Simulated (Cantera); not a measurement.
A jet of 5.53 % CH₄, 15.1 % O₂, 79.4 % N₂, equivalence ratio 0.73 at 300 K and 42.0 Torr hits a platinum plate 4.6 cm away at a mass flux of 0.073 kg/m²/s; the plate temperature is set and raised in steps from an oxygen-covered start.

Cantera simulation using Deutschmann's 1995 Pt surface mechanism with GRI-Mech 3.0 gas chemistry; the numbers are that mechanism's predictions, not measurements. Catalytic surfaces can have several steady states; this one follows from the mechanism file's or the stated starting coverage.

x: mole fraction at the wall; θ: surface coverage.

```tsv
plate T (K)	wall x CH₄	wall x O₂	wall x H₂O	wall x OH	wall x CO	wall x CO₂	θ free Pt	θ O*	θ OH*
850	0.0478	0.135	0.0141	<1e-8	1.33e-5	0.00919	0.155	0.844	0.000852
900	…	…	…	…	…	…	…	…	…
950	0.0330	0.103	0.0417	1.28e-7	1.88e-5	0.0274	0.301	0.698	0.00121
1000	0.0260	0.0881	0.0546	3.59e-7	2.05e-5	0.0361	0.381	0.618	0.00122
1050	0.0206	0.0766	0.0646	8.82e-7	2.21e-5	0.0427	0.460	0.539	0.00115
1100	0.0166	0.0683	0.0717	1.94e-6	2.42e-5	0.0475	0.535	0.464	0.00104
1150	…	…	0.0767	…	…	0.0509	…	…	…
```

Problem. Fill in the missing entries.

Solution. 
- 900, wall x CH₄: 0.0409
- 900, wall x O₂: 0.120
- 900, wall x H₂O: 0.0271
- 900, wall x OH: 3.95e-8
- 900, wall x CO: 1.65e-5
- 900, wall x CO₂: 0.0178
- 900, θ free Pt: 0.224
- 900, θ O*: 0.775
- 900, θ OH*: 0.00109
- 1150, wall x CH₄: 0.0138
- 1150, wall x O₂: 0.0624
- 1150, wall x OH: 3.89e-6
- 1150, wall x CO: 2.70e-5
- 1150, θ free Pt: 0.605
- 1150, θ O*: 0.394
- 1150, θ OH*: 0.000915
